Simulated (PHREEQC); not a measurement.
Solution (90 °C): 0.22 mol Cu(NO3)2 and 0.0024 mol Al2(SO4)3 per kg of water. Closed to the air; pH follows from the charge balance.

Equilibrium calculation in PHREEQC: ion-association model, wateq4f.dat.

This is a speciation only: nothing precipitates in the calculation.

**Question.** Order these S species by the share of S that they hold, largest first: Al(SO4)2-, SO4-2, AlSO4+, HSO4-, CuSO4.

**Answer.** CuSO4 (53 %), SO4-2 (34 %), AlSO4+ (10 %), HSO4- (3.0 %), Al(SO4)2- (0.30 %)

The pH is 3.17 and the ionic strength 0.674 mol/kgw. The solution is supersaturated, for example in Boehmite (slow to form), Gibbsite (slow to form), so a real one may precipitate; this is no full list. Away from 25 °C the constants follow the database's enthalpies or fits; those with neither stay at their 25 °C values.
